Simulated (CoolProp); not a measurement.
The numbers come from the reference Helmholtz-energy equation of state, Lemmon 2006 in CoolProp. It is a short technical equation, of lower accuracy than the large ones.

Question: Give the vapour pressure (MPa), vapour density (kg/m³), enthalpy of vaporisation (kJ/kg) of saturated toluene at 224.75 °C.

Answer: 
```json
[
 {"T (°C)": "224.75", "p (MPa)": "1.14", "vapour density (kg/m³)": "32.5", "enthalpy of vaporisation (kJ/kg)": "265"}
]
```
